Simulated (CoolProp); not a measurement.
Properties of carbon dioxide along the isobar 1.92 bar (Tc = 31.0 °C, pc = 73.77 bar, ω = 0.224).

Computed with CoolProp (reference Helmholtz-energy equation of state, Span 1996).

```csv
T (°C),phase,Z,Prandtl number,fugacity coefficient
-48.05,gas,0.9754,0.803,0.9760
-27.75,gas,0.9816,0.787,0.9820
-7.55,gas,0.9859,0.777,0.9861
12.75,gas,0.9890,0.770,0.9891
33.05,gas,0.9912,0.765,0.9913
53.35,gas,0.9929,0.760,0.9930
73.65,gas,0.9942,0.757,0.9943
93.95,gas,0.9953,0.754,0.9953
114.25,gas,0.9961,0.751,0.9961
```

Viscosity comes from a separate model (Laesecke 2017). Thermal conductivity comes from a separate model (Huber 2016).
